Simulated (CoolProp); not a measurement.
Vapour-liquid equilibrium of methane (1) + ethylene (2) at 143.2 K; x and y are mole fractions of (1).

Values from CoolProp's multi-fluid Helmholtz-energy mixture model, Setzmann 1991 and Smukala 2000; pair parameters Bell 2016.

| x | bubble pressure, mixture model (MPa) | bubble pressure, Raoult's law (MPa) | y, mixture model | y, Raoult's law |
|---|---|---|---|---|
| 0.05 | [?] | 0.05262 | 0.779 | 0.716 |
| 0.2 | [?] | 0.1633 | [?] | 0.923 |
| 0.35 | 0.3366 | 0.2741 | 0.963 | 0.963 |
| 0.5 | [?] | 0.3848 | [?] | 0.980 |
| 0.65 | 0.5239 | 0.4955 | 0.983 | 0.989 |
| 0.8 | [?] | 0.6062 | 0.990 | 0.995 |
| 0.95 | 0.7134 | 0.7170 | 0.997 | 0.999 |

Q: What belongs in the gaps?

A: 
- 0.05, bubble pressure, mixture model (MPa): 0.06937
- 0.2, bubble pressure, mixture model (MPa): 0.2155
- 0.2, y, mixture model: 0.935
- 0.5, bubble pressure, mixture model (MPa): 0.4363
- 0.5, y, mixture model: 0.975
- 0.8, bubble pressure, mixture model (MPa): 0.6113

The largest gap from Raoult's law is +32.0 % in bubble pressure, at x = 0.2. No azeotrope shows between x = 0.05 and 0.95.

The pair parameters rest on a limited set of measurements; away from them the model extrapolates. The gap from Raoult's law changes sign with composition, which may be real or a fault of the pair parameters; it wasn't checked against measurements.
